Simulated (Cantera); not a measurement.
What does this Cantera script print?

```python
import numpy as np
import cantera as ct

gas_names = [...]  # 148 gases of nasa_gas.yaml made of Al, C, H, N, O
cond_names = """
    AL(cr) AL(L) ALN(s) AL2O3(a) AL2O3(L) C(gr) C6H6(L) C7H8(L) C8H18(L),n-octa H2O(s) H2O(L)
""".split()


# ... load() reads the species with a 1 bar reference pressure and builds the phases ...
atoms = {
    'Al(CH3)3': {'AL': 1, 'C': 3, 'H': 9},
    'O2': {'O': 2},
    'N2': {'N': 2},
}
top_T = {'ALN(s)': 2750, 'C(gr)': 4500}  # K; cautious upper limits of use, not melting points


# ... equilibrate(T, P, feed) seeds the gas with the atoms and calls Mixture.equilibrate('TP', solver="vcs", rtol=1e-11, max_steps=5000) ...
results = []
feed = {'Al(CH3)3': 1, 'O2': 5.6, 'N2': 5}  # mol
P = 150  # Pa
for T in [1700, 1725, 1750, 1775, 1800, 1825, 1850, 1875, 1900]:
    mix = equilibrate(T, P, feed)
    results.append((T, P, feed, dict(zip(mix.species_names, mix.species_moles))))

top = {s: max(r[3][s] / sum(r[3][g] for g in gas_names) for r in results) for s in gas_names}
cols = sorted((s for s in top if top[s] > 0.0001), key=lambda s: -top[s])[:8]
seen = [c for c in cond_names if any(r[3].get(c, 0) > 1e-12 for r in results)]
print("log10 of partial pressures in bar; condensed amounts in mol")
print(f"{'T/K':>10s}" + "".join(f"{s[:9]:>10s}" for s in cols + seen))
for T, P, feed, n in results:
    ng = sum(n[g] for g in gas_names)
    print(f"{T:10.4g}" + "".join(f"{np.log10(max(n[s] / ng * P / 1e5, 1e-99)):10.3f}" for s in cols)
          + "".join(f"{n.get(c, 0):10.4g}" for c in seen))
```

Result:

```
log10 of partial pressures in bar; condensed amounts in mol
       T/K        N2       H2O       CO2        CO        H2        OH         H        O2  AL2O3(a)
      1700    -3.222    -3.295    -3.529    -4.194    -4.493    -6.167    -6.078    -6.997       0.5
      1725    -3.222    -3.295    -3.530    -4.189    -4.500    -6.035    -5.981    -6.760       0.5
      1750    -3.222    -3.295    -3.531    -4.184    -4.506    -5.907    -5.887    -6.531       0.5
      1775    -3.223    -3.295    -3.533    -4.179    -4.511    -5.784    -5.794    -6.310       0.5
      1800    -3.223    -3.296    -3.535    -4.172    -4.515    -5.664    -5.704    -6.098       0.5
      1825    -3.223    -3.296    -3.537    -4.164    -4.517    -5.550    -5.615    -5.897       0.5
      1850    -3.224    -3.297    -3.540    -4.154    -4.516    -5.440    -5.527    -5.707       0.5
      1875    -3.224    -3.299    -3.544    -4.142    -4.512    -5.335    -5.439    -5.529       0.5
      1900    -3.225    -3.301    -3.548    -4.127    -4.504    -5.235    -5.352    -5.365       0.5
```

Equilibrium computed with Cantera from the NASA thermochemical tables; the gas is ideal and each condensed phase is pure. The feed counts by its element totals alone.
